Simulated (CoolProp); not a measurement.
Acetone along the isobar 65.6 bar: Z from the reference equation and from simpler models built on Tc = 235.0 °C, pc = 46.92 bar, ω = 0.307; each cubic takes its own stable root.

Values from CoolProp's reference Helmholtz-energy equation of state, Lemmon 2006. It is a short technical equation, of lower accuracy than the large ones.

| T (°C) | phase | reference | van der Waals | Redlich-Kwong | Soave-Redlich-Kwong | Peng-Robinson |
|---|---|---|---|---|---|---|
| -50.15 | liquid | 0.2364 | 0.4638 | [?] | 0.3082 | 0.2748 |
| -44.75 | liquid | 0.2323 | 0.4550 | 0.3083 | 0.3023 | 0.2694 |
| -39.35 | liquid | 0.2284 | 0.4466 | 0.3028 | 0.2966 | 0.2643 |
| -33.95 | liquid | 0.2247 | 0.4386 | 0.2976 | 0.2913 | 0.2595 |
| -28.45 | liquid | 0.2211 | 0.4309 | 0.2926 | 0.2862 | [?] |
| -23.05 | liquid | 0.2178 | 0.4237 | 0.2880 | 0.2814 | 0.2505 |
| -17.65 | liquid | 0.2146 | 0.4169 | 0.2836 | 0.2768 | 0.2464 |
| -12.25 | liquid | 0.2116 | 0.4103 | 0.2794 | 0.2725 | 0.2425 |
| -6.85 | liquid | 0.2087 | 0.4041 | 0.2755 | 0.2684 | 0.2388 |
| -1.45 | liquid | 0.2059 | 0.3982 | 0.2717 | 0.2645 | 0.2353 |
| 3.95 | liquid | 0.2033 | 0.3925 | 0.2682 | 0.2608 | 0.2319 |
| 9.35 | liquid | 0.2008 | 0.3871 | 0.2648 | 0.2573 | 0.2287 |
| 14.75 | liquid | 0.1985 | 0.3820 | 0.2617 | 0.2540 | 0.2257 |
| 20.15 | liquid | 0.1962 | 0.3771 | 0.2587 | 0.2508 | 0.2229 |
| 25.65 | liquid | 0.1940 | 0.3723 | 0.2558 | 0.2478 | 0.2201 |
| 31.05 | liquid | 0.1920 | 0.3679 | [?] | 0.2450 | 0.2175 |

### Question
Fill in the missing entries.

### Answer

- -50.15, Redlich-Kwong: 0.3140
- -28.45, Peng-Robinson: 0.2549
- 31.05, Redlich-Kwong: 0.2531
